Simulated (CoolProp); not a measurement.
The numbers come from the reference Helmholtz-energy equation of state, Thol 2017 in CoolProp.

Problem. For decamethyltetrasiloxane (MD2M), give the phase and the density (kg/m³), Joule-Thomson coefficient (K/MPa) at 244 K and 285 kPa; 311.2 K and 285 kPa; 490.4 K and 285 kPa.

Solution. 
- 244 K and 285 kPa: liquid; density 903, Joule-Thomson coefficient -0.500
- 311.2 K and 285 kPa: liquid; density 836, Joule-Thomson coefficient -0.429
- 490.4 K and 285 kPa: liquid; density 638, Joule-Thomson coefficient 0.0540
